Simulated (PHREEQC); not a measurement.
Dissolve 1.2 mmol/kgw HCl and 64 mmol/kgw Na2SO4 at 90 °C. Closed to the air; pH follows from the charge balance.

All values are PHREEQC results (ion-association model, wateq4f.dat), not measurements.

No solid was allowed to form.

**Question.** Order these S species by the share of S that they hold, largest first: NaSO4-, SO4-2, HSO4-.

**Answer.** SO4-2 (81 %), NaSO4- (18 %), HSO4- (1.7 %)

The pH is 3.99 and the ionic strength 0.169 mol/kgw. Complexes and solids missing from the database can't appear. At this temperature some constants are extrapolated from 25 °C, and those without enthalpy data are left unchanged.
